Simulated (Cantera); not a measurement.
Adiabatic ignition

An adiabatic, constant-pressure homogeneous reactor starts with 6.11 % CH4, 3.36 % H2, 19.1 % O2, 71.5 % N2, at 1050 K and 0.987 atm.

Model: GRI-Mech 3.0 (53 species, 325 reactions), integrated in Cantera.

| t (s) | T (K) | x CH4 | x H2 | x O2 | x C2H6 | x H2O2 | x O | x H2O |
|---|---|---|---|---|---|---|---|---|
| 5.00e-6 | 1050 | 0.0611 | 0.0336 | 0.191 | <1e-12 | <1e-12 | 8.94e-12 | 2.37e-11 |
| 1.21e-5 | 1050 | 0.0611 | 0.0336 | 0.191 | <1e-12 | <1e-12 | 1.59e-11 | 1.20e-10 |
| 2.92e-5 | 1050 | 0.0611 | 0.0336 | 0.191 | <1e-12 | 2.33e-12 | 2.20e-11 | 4.57e-10 |
| 7.07e-5 | 1050 | 0.0611 | 0.0336 | 0.191 | <1e-12 | 1.43e-11 | 3.54e-11 | 1.67e-9 |
| 0.000171 | 1050 | 0.0611 | 0.0336 | 0.191 | <1e-12 | 9.04e-11 | 7.75e-11 | 7.41e-9 |
| 0.000414 | 1050 | 0.0611 | 0.0336 | 0.191 | 1.64e-11 | 6.65e-10 | 2.75e-10 | 4.85e-8 |
| 0.00100 | 1050 | 0.0611 | 0.0336 | 0.191 | 2.74e-9 | 9.22e-9 | 2.90e-9 | 7.58e-7 |
| 0.00242 | 1051 | 0.0609 | 0.0335 | 0.190 | 4.62e-5 | 1.62e-6 | 3.80e-7 | 0.000254 |
| 0.00585 | 1094 | 0.0561 | 0.0325 | 0.186 | 0.000732 | 6.58e-5 | 1.21e-6 | 0.00650 |
| 0.0141 | 2418 | <1e-12 | 0.00261 | 0.0520 | <1e-12 | 2.00e-7 | 0.00220 | 0.149 |
| 0.0342 | 2413 | <1e-12 | 0.00258 | 0.0502 | <1e-12 | 1.94e-7 | 0.00209 | 0.149 |
| 0.0827 | 2408 | <1e-12 | 0.00256 | 0.0488 | <1e-12 | 1.90e-7 | 0.00201 | 0.150 |
| 0.200 | 2408 | <1e-12 | 0.00255 | 0.0486 | <1e-12 | 1.89e-7 | 0.00200 | 0.150 |
x: mole fraction; the columns are a selection and need not sum to one.

| Item | Result |
|---|---|
| time of steepest temperature rise | 7.53 ms |
| temperature at 0.200 s | 2408 K |
| equilibrium temperature | 2408 K |
| x(CH4) at 0.200 s | <1e-12 (gas-phase equilibrium <1e-12) |
| x(H2) at 0.200 s | 0.00255 (gas-phase equilibrium 0.00255) |
| x(O2) at 0.200 s | 0.0486 (gas-phase equilibrium 0.0486) |
